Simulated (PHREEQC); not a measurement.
# Buffer

Dissolve 7.1 mmol/kgw NH4Cl, 0.57 mmol/kgw K2HPO4 and 130 mmol/kgw NaCl at 25 °C. Closed to the air; pH follows from the charge balance.

The numbers come from PHREEQC with the ion-association model, phreeqc.dat.

Each row changes one thing in this solution. This is a speciation only: nothing precipitates in the calculation.

| case | pH | HPO4-2 (mol/kgw) | H2PO4- (mol/kgw) | NH3 (mol/kgw) | NaHPO4- (mol/kgw) | KHPO4- (mol/kgw) | SI of Halite (NaCl) | SI of Sylvite (KCl) |
|---|---|---|---|---|---|---|---|---|
| as made | 7.52 | 0.000439 | 9.30e-5 | 9.25e-5 | 3.75e-5 | 3.17e-7 | -3.56 | -4.97 |
| 0.0024 mol/kgw HF added | 3.18 | 1.13e-7 | 0.000531 | 4.22e-9 | 9.65e-9 | 8.17e-11 | -3.56 | -4.97 |
| NaCl from 0.13 to 0.195 mol/kgw | 7.51 | 0.000435 | 8.52e-5 | 8.47e-5 | 4.91e-5 | 2.73e-7 | -3.25 | -4.83 |
| 0.013 mol/kgw NaOH added | 11.62 | 0.000285 | 4.82e-9 | 0.00706 | 2.64e-5 | 2.02e-7 | -3.53 | -4.97 |
| temperature from 25 to 15 °C | 7.71 | 0.000461 | 6.87e-5 | 6.84e-5 | 4.00e-5 | 3.39e-7 | -3.55 | -4.91 |

Complexes and solids missing from the database can't appear.
